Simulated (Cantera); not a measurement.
**Carbon deposition, reforming and gasification: C + H₂ + CO₂**

Charge: 1 mol C, 2.7 mol H₂, 0.11 mol CO₂, at 1598.15 K and 1.30 mbar.

Method: chemical equilibrium by Gibbs-energy minimisation in Cantera with the NASA 1993 tables (ideal gas, pure condensed phases). Candidate condensed phases: C, C₆H₆, C₇H₈, C₈H₁₈, H₂O; 110 gas species. Equilibrium is a limit: real reactors are often held back by kinetics, nucleation or transport.

```yaml
x(H₂): 0.923
x(CO): 0.0753
x(H): 0.00142
x(C₂H₂ (acetylene)): 2.49e-5
x(CH₄): 1.82e-6
n(C(graphite)): 0.890 mol
gas_amount: 2.922 mol
```
